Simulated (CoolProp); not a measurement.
Properties of methane along the isobar 130 bar (Tc = 190.6 K, pc = 45.99 bar, ω = 0.011).

Model: reference Helmholtz-energy equation of state, Setzmann 1991, in CoolProp.

| T (K) | phase | density (kg/m³) | Joule-Thomson coefficient (K/MPa) | expansivity (1/kK) | Prandtl number |
|---|---|---|---|---|---|
| 127.8 | liquid | 412.0 | -0.4094 | 3.296 | 1.91 |
| 160.5 | liquid | 363.8 | -0.2110 | 4.474 | 1.61 |
| 193.1 | supercritical | 302.4 | 0.3208 | 7.325 | 1.61 |
| 225.7 | supercritical | 215.8 | 1.794 | 13.52 | 1.69 |
| 258.3 | supercritical | 141.6 | 2.966 | 10.78 | 1.29 |
| 291 | supercritical | 106.7 | 2.847 | 6.960 | 1.03 |
| 323.6 | supercritical | 87.97 | 2.435 | 5.103 | 0.925 |
| 356.2 | supercritical | 75.87 | 2.024 | 4.065 | 0.867 |
| 388.8 | supercritical | 67.22 | 1.668 | 3.407 | 0.833 |
| 421.5 | supercritical | 60.61 | 1.370 | 2.948 | 0.810 |
| 454.1 | supercritical | 55.37 | 1.125 | 2.612 | 0.794 |

Viscosity comes from a separate model (Quiñones-Cisneros 2006). Thermal conductivity comes from a separate model (Friend 1989).
